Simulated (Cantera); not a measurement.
An isothermal, constant-pressure homogeneous reactor starts with 9.71 % NH3, 90.3 % H2, at 2198 K and 0.390 bar.

Detailed kinetics in Cantera: the gas-phase N/H chemistry of the illustrative SiF4/NH3 mechanism in the Surface Chemkin manual (1991). Walls and surfaces, which speed up NH3 decomposition in real reactors, are not modelled.

x: mole fraction; the columns are a selection and need not sum to one.

```tsv
t (s)	x NH3	x H2	x N2	x N	x NH2
0.000200	0.0967	0.902	1.84e-5	(withheld)	0.000297
0.000462	0.0957	0.902	0.000303	(withheld)	0.000534
0.00107	0.0923	0.903	0.00183	3.70e-6	0.000598
0.00247	0.0844	0.908	0.00545	3.75e-6	0.000565
0.00570	0.0687	0.916	0.0126	3.79e-6	0.000494
0.0132	0.0427	0.930	0.0245	3.90e-6	0.000361
0.0304	0.0135	0.945	0.0379	(withheld)	0.000172
0.0702	0.000854	0.947	0.0437	(withheld)	2.25e-5
0.162	0.000127	0.947	0.0440	(withheld)	3.61e-6
0.375	4.16e-5	0.947	0.0440	(withheld)	1.19e-6
0.866	1.63e-5	0.947	0.0440	(withheld)	4.65e-7
2.00	6.83e-6	0.947	0.0441	(withheld)	1.95e-7
```

**Question.** Fill in the missing entries.

**Answer.** 
- 0.000200, x N: 4.22e-7
- 0.000462, x N: 2.46e-6
- 0.0304, x N: 4.24e-6
- 0.0702, x N: 2.42e-6
- 0.162, x N: 4.57e-7
- 0.375, x N: 1.51e-7
- 0.866, x N: 5.90e-8
- 2.00, x N: 2.47e-8
